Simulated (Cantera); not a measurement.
Halide evaporation, hydrolysis and transport: PbF₂ + H₂

Charge: 1 mol PbF₂, 0.21 mol H₂, equilibrated at 1823.15 K and 100 Torr.

These are equilibrium values from Cantera (NASA tables, ideal gas, pure condensed phases), not measurements of a reactor. Candidate condensed phases: Pb, PbF₂; 16 gas species. Kinetics and transport are ignored.

| Quantity | Value |
|---|---|
| x(PbF₂) | 0.420 |
| x(HF) | 0.296 |
| x(Pb) | 0.141 |
| x(PbF) | 0.0997 |
| x(PbF₄) | 0.0431 |
| x(F) | 1.89e-5 |
| x(Pb₂) | 1.87e-5 |
| x(H₂) | 1.21e-5 |
| x(H) | 4.13e-6 |
| gas amount | 1.420 mol |
| log10 activity of Pb(l) (absent) | -1.22 |
